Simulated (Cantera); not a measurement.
A Cantera script and what it prints.

```python
import numpy as np
import cantera as ct

gas_names = """
    O2 Mg
""".split()
cond_names = """
    MgO(s) MgO(L)
""".split()


# ... load() reads the species with a 1 bar reference pressure and builds the phases ...
species = {s.name: s for s in load("nasa_gas.yaml", gas_names) + load("nasa_condensed.yaml", cond_names)}
# Each term lists the table entries of one substance; the one whose range holds T is used.
reactions = {
    '2 MgO = O2(g) + 2 Mg(g)':
        [(-2, ['MgO(s)', 'MgO(L)']), (1, ['O2']), (2, ['Mg'])],
}


def pick(names, T):
    return next(species[n] for n in names if species[n].thermo.min_temp <= T <= species[n].thermo.max_temp)


results = []
for label, terms in reactions.items():
    print(label)
    print("     T/K   dH/kJ  dS/(J/K)   dG/kJ   log10 K")
    for T in [498, 523, 548, 573, 598, 623, 648, 673, 698]:
        used = [(nu, pick(names, T)) for nu, names in terms]
        dH = sum(nu * s.thermo.h(T) for nu, s in used) / 1e6
        dS = sum(nu * s.thermo.s(T) for nu, s in used) / 1e3
        dG = dH - T * dS / 1e3
        logK = -dG * 1e6 / (ct.gas_constant * T * np.log(10))
        results.append((label, T, dH, dS, dG, logK, [s.name for _, s in used]))
        print(f"{T:8g} {dH:8.1f} {dS:8.1f} {dG:8.1f} {logK:8.2f}")
```

Result:

```
2 MgO = O2(g) + 2 Mg(g)
     T/K   dH/kJ  dS/(J/K)   dG/kJ   log10 K
     498   1494.2    442.5   1273.8  -133.61
     523   1493.7    441.6   1262.8  -126.12
     548   1493.3    440.7   1251.8  -119.31
     573   1492.7    439.8   1240.8  -113.10
     598   1492.2    438.9   1229.8  -107.42
     623   1491.7    438.0   1218.8  -102.19
     648   1491.1    437.1   1207.9   -97.36
     673   1490.6    436.3   1197.0   -92.90
     698   1490.0    435.5   1186.1   -88.76
```

Source: NASA polynomial tables (part measured, part estimated), evaluated in Cantera. Condensed species are held in their standard states even where they would react or evaporate.
